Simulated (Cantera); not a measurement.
**Silicon oxide and oxynitride deposition: TEOS + CO2 + H2**

Feed: 1 mol TEOS, 3.3 mol CO2, 1.3 mol H2, equilibrated at 1023 K and 11000 Pa.

Equilibrium computed with Cantera from the NASA thermochemical tables; the gas is ideal and each condensed phase is pure. Candidate condensed phases: C, C6H6, C7H8, C8H18, H2O, Si, SiC, SiO2; 123 gas species. The feed counts by its element totals alone. Kinetics and transport are ignored.

* **x(H2)**: 0.565
* **x(CO)**: 0.418
* **x(H2O)**: 0.00712
* **x(CO2)**: 0.00689
* **x(CH4)**: 0.00263
* **n(C(graphite))**: 2.92 mol
* **n(SiO2(β-quartz))**: 1.00 mol
* **gas amount**: 19.57 mol
* **log10 activity of Si(s) (absent)**: -13.74
